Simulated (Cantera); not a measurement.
## Ignition delay

Mixture: 19.8 % CO, 2.17 % H2, 4.54 % CH4, 15.4 % O2, 58.1 % N2, equivalence ratio 1.3, at 5.00 bar, adiabatic and at constant pressure. Ignition delay is the time to a rise of 400 K.

Computed with Cantera and GRI-Mech 3.0 (53 species, 325 reactions). Below about 1000 K GRI-Mech 3.0 lacks low-temperature oxidation paths.

| T0 (K) | delay (ms) |
|---|---|
| 998 | 6.24 |
| 1073 | 1.82 |
| 1148 | 0.829 |
| 1223 | 0.448 |
| 1298 | 0.254 |
| 1373 | 0.147 |
| 1448 | 0.0877 |
| 1523 | 0.0542 |
| 1598 | 0.0349 |
| 1673 | 0.0233 |

```
Quantity                                                 Value
--------------------------------------------------  ----------
apparent activation energy between 1523 and 1673 K  120 kJ/mol
```
